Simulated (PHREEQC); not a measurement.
Consider water at 25 °C with 2.7 mmol/kgw MgSO4. Closed to the air; pH follows from the charge balance.

Model: ion-association model, phreeqc.dat, run in PHREEQC.

```
Item                            Value
--------------------  ---------------
ionic strength        0.00871 mol/kgw
specific conductance        508 µS/cm
```

```
species  molality  activity   log γ
-------  --------  --------  ------
Mg+2      0.00218   0.00150  -0.161
SO4-2     0.00218   0.00149  -0.165
MgSO4    0.000523  0.000524   0.001
H+        1.28e-7   1.17e-7  -0.037
OH-       9.54e-8   8.64e-8  -0.043
MgOH+     5.10e-8   4.65e-8  -0.040
HSO4-     1.87e-8   1.69e-8  -0.042
```

No solid was allowed to form.
